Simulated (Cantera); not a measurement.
Low-pressure radical oxidation in H2/O2

An isothermal, constant-pressure homogeneous reactor starts with 3.27 % H₂, 46.1 % O₂, 50.7 % N₂, equivalence ratio 0.035, at 1223 K and 1330 Pa.

Computed with Cantera and GRI-Mech 3.0 (53 species, 325 reactions). Radical loss at walls, strong at low pressure, is not modelled.

```tsv
t (s)	x H₂	x O₂	x OH	x O	x NO₂
0.000200	0.0327	0.461	2.43e-9	3.12e-9	<1e-12
0.000538	0.0327	0.461	1.80e-8	2.61e-8	<1e-12
0.00145	0.0327	0.461	1.07e-6	1.61e-6	<1e-12
0.00390	0.0101	0.445	0.00396	0.0107	<1e-12
0.0105	0.000657	0.436	0.00224	0.0194	2.44e-12
0.0283	0.000541	0.439	0.00203	0.0155	8.03e-12
0.0761	0.000332	0.444	0.00160	0.00914	1.97e-11
0.205	0.000117	0.449	0.000953	0.00313	4.81e-11
0.552	2.39e-5	0.451	0.000431	0.000633	1.30e-10
1.49	4.04e-6	0.452	0.000178	0.000107	2.66e-10
4.00	7.66e-7	0.452	7.79e-5	2.05e-5	3.40e-10
```
x: mole fraction; the columns are a selection and need not sum to one.

Equilibrium at this temperature and pressure: H₂ 8.76e-9, O₂ 0.452, OH 8.38e-6, O 2.37e-7, NO₂ 7.08e-7 (gas phase only).
